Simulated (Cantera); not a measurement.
Input: 1 mol PbS, 2.8 mol H₂, held at 1898 K and 10000 Pa.

Equilibrium computed with Cantera from the NASA thermochemical tables; the gas is ideal and each condensed phase is pure. Candidate condensed phases: Pb, PbS, S; 10 gas species. Equilibrium is a limit: real reactors are often held back by kinetics, nucleation or transport.

Base state: H₂ 0.674, PbS 0.151, Pb 0.102, S₂ 0.0315, H₂S 0.0299, SH 0.00821, H 0.00203, S 0.000883 (mole fractions); condensed: gas only.

Q: What changes in the equilibrium state with this change: temperature from 1898 K to 2273 K?

A: 
```tsv
species	before	after
H₂	0.674	0.634
Pb	0.102	0.161
PbS	0.151	0.0789
S	0.000883	0.0115
H	0.00203	0.0212
SH	0.00821	0.0229
H₂S	0.0299	0.0146
S₂	0.0315	0.0559
```

Q: What changes in the equilibrium state with this change: temperature from 1898 K to 1100 K?

A: 
```csv
species,before,after
H₂,0.674,0.953
H₂S,0.0299,0.0366
PbS,0.151,0.00951
Pb,0.102,0.00121
S₂,0.0315,5.74e-6
S,0.000883,<1e-9
H,0.00203,7.98e-8
"Pb(l), mol",0,0.100
"PbS(s), mol",0,0.869
```
Mutual solubility and eutectic melting of coexisting phases are not modelled.
